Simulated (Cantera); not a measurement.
## Silicon etching in halogen gases: Si + Br₂ + N₂

Charge: 1 mol Si, a varied amount of Br₂, 3.1 mol N₂, held at 44.0 mbar.

Equilibrium computed with Cantera from the NASA thermochemical tables; the gas is ideal and each condensed phase is pure. Candidate condensed phases: Br₂, Si, Si₃N₄; 13 gas species. N₂ is the only nitrogen source here; it is nearly inert below about 1500 K, so the nitride shown seldom forms there in practice. The tables' values for SiBr₃ are old estimates. Equilibrium is a limit: real reactors are often held back by kinetics, nucleation or transport.

Task: Map the stable condensed phases over T = 650, 750, 850, 950, 1050, 1150, 1250, 1350, 1450, 1550, 1650 K and n(Br₂) in mol = 0.86, 1.4, 1.8, 2.3, 2.8, 3.3, 3.8, 4.3, 4.8, 5.3, 5.8, 6.3, 6.8.

Result: 
```
T in K \ n(Br₂) in mol
         0.86  1.4  1.8  2.3  2.8  3.3  3.8  4.3  4.8  5.3  5.8  6.3  6.8
   1650     A    B    B    B    B    B    B    B    B    B    B    B    B
   1550     A    B    B    B    B    B    B    B    B    B    B    B    B
   1450     A    A    B    B    B    B    B    B    B    B    B    B    B
   1350     A    A    A    B    B    B    B    B    B    B    B    B    B
   1250     A    A    A    B    B    B    B    B    B    B    B    B    B
   1150     A    A    A    B    B    B    B    B    B    B    B    B    B
   1050     A    A    A    B    B    B    B    B    B    B    B    B    B
    950     A    A    A    B    B    B    B    B    B    B    B    B    B
    850     A    A    A    B    B    B    B    B    B    B    B    B    B
    750     A    A    A    B    B    B    B    B    B    B    B    B    B
    650     A    A    A    B    B    B    B    B    B    B    B    B    B
```
A: Si₃N₄; B: gas only.
